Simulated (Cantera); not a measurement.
Charge: 1 mol SiH₂Cl₂, 7.5 mol N₂, at 10.0 Torr.

These are equilibrium values from Cantera (NASA tables, ideal gas, pure condensed phases), not measurements of a reactor. Candidate condensed phases: NH₄Cl, Si, Si₃N₄; 28 gas species. N₂ is the only nitrogen source here; it is nearly inert below about 1500 K, so the nitride shown seldom forms there in practice. Gases not in the tables: Si₂H₆ and higher silanes. Kinetics and transport are ignored.

Q: What share of the Si ends up in condensed phases as a function of T (K), at 873, 973, 1073, 1173, 1273, 1373, 1473, 1573, 1673, 1773, 1873, 1973, 2073?

A: 
| T (K) | Si condensed (%) | as |
|---|---|---|
| 873 | 79.6 | Si₃N₄(s) |
| 973 | 81.3 | Si₃N₄(s) |
| 1073 | 82.5 | Si₃N₄(s) |
| 1173 | 83.3 | Si₃N₄(s) |
| 1273 | 83.0 | Si₃N₄(s) |
| 1373 | 79.1 | Si₃N₄(s) |
| 1473 | 67.7 | Si₃N₄(s) |
| 1573 | 51.8 | Si₃N₄(s) |
| 1673 | 37.1 | Si₃N₄(s) |
| 1773 | 25.7 | Si₃N₄(s) |
| 1873 | 22.2 | Si(l) |
| 1973 | 21.2 | Si(l) |
| 2073 | 16.2 | Si(l) |
